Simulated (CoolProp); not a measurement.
A single-stage vapour-compression cycle with the fluid: evaporating at 259.15 K (dew point), condensing at 325.15 K (bubble point), superheat 5 K, subcooling 5 K, compressor efficiency 0.7, no pressure losses. The same conditions are run with several fluids, on thermodynamics alone (safety and materials aside).

Model: reference Helmholtz-energy equation of state of each fluid (CH2F2 (R32): Tillner-Roth 1997; isobutene: Lemmon 2005; R125: Lemmon 2005; R236FA: Pan 2012; R115: Lemmon 2016; ammonia: Gao 2020), in CoolProp.

Rank CH2F2 (R32), isobutene, R125, R236FA, R115, ammonia by cooling COP, highest first.

isobutene (2.13), ammonia (2.11), R236FA (1.94), CH2F2 (R32) (1.92), R115 (1.58), R125 (1.54)

```tsv
fluid	pressure ratio	discharge temperature (K)	refrigerating effect (kJ/kg)	volumetric capacity (kJ/m³)
CH2F2 (R32)	6.50	413.5	227	3050
isobutene	8.40	349.4	263	530
R125	6.32	343.1	65.1	1670
R236FA	10.6	333.7	94.6	394
R115	6.27	331.4	52.6	1110
ammonia	8.69	487.2	1030	2060
```
